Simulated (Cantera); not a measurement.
Cantera run, input and output.

```python
import numpy as np
import cantera as ct

gas = ct.Solution("gri30.yaml", transport_model="multicomponent")
show = ['OH', 'C2H2', 'CO2']

rows = []
print(f"{'T/K':>7s}{'rho':>11s}{'cp':>10s}{'mu':>11s}{'lambda':>11s}{'Pr':>7s}" + "".join(f"{'D_' + s:>11s}" for s in show))
for T in [400, 550, 700, 850, 1000, 1150, 1300, 1450, 1600]:
    gas.TPX = T, 420000, {'C2H6': 0.8, 'H2': 0.45, 'CO': 0.21, 'N2': 0.88}
    Pr = gas.cp_mass * gas.viscosity / gas.thermal_conductivity
    D = [gas.mix_diff_coeffs_mole[gas.species_index(s)] for s in show]
    rows.append([gas.density, gas.cp_mass, gas.viscosity, gas.thermal_conductivity, Pr, *D])
    print(f"{T:7g}{gas.density:11.4e}{gas.cp_mass:10.1f}{gas.viscosity:11.4e}"
          f"{gas.thermal_conductivity:11.4e}{Pr:7.3f}" + "".join(f"{d:11.4e}" for d in D))
print("SI units: kg/m3, J/kg/K, Pa s, W/m/K, m2/s")
```

Output:

```
    T/K        rho        cp         mu     lambda     Pr       D_OH     D_C2H2      D_CO2
    400 2.9951e+00    1752.6 1.7146e-05 5.0988e-02  0.589 1.2620e-05 6.7710e-06 6.4056e-06
    550 2.1783e+00    2031.3 2.1919e-05 7.1502e-02  0.623 2.1858e-05 1.1983e-05 1.1389e-05
    700 1.7115e+00    2276.2 2.6138e-05 9.2322e-02  0.644 3.2925e-05 1.8272e-05 1.7416e-05
    850 1.4095e+00    2478.4 2.9972e-05 1.1315e-01  0.657 4.5661e-05 2.5532e-05 2.4381e-05
   1000 1.1980e+00    2658.1 3.3522e-05 1.3384e-01  0.666 5.9952e-05 3.3690e-05 3.2211e-05
   1150 1.0418e+00    2801.1 3.6853e-05 1.5396e-01  0.670 7.5710e-05 4.2690e-05 4.0851e-05
   1300 9.2157e-01    2921.0 4.0006e-05 1.7354e-01  0.673 9.2864e-05 5.2488e-05 5.0258e-05
   1450 8.2624e-01    3021.1 4.3014e-05 1.9252e-01  0.675 1.1136e-04 6.3048e-05 6.0397e-05
   1600 7.4878e-01    3104.5 4.5900e-05 2.1088e-01  0.676 1.3114e-04 7.4342e-05 7.1240e-05
SI units: kg/m3, J/kg/K, Pa s, W/m/K, m2/s
```

Model: GRI-Mech 3.0 (53 species, 325 reactions), integrated in Cantera. The composition is frozen, though it would react at the higher temperatures.
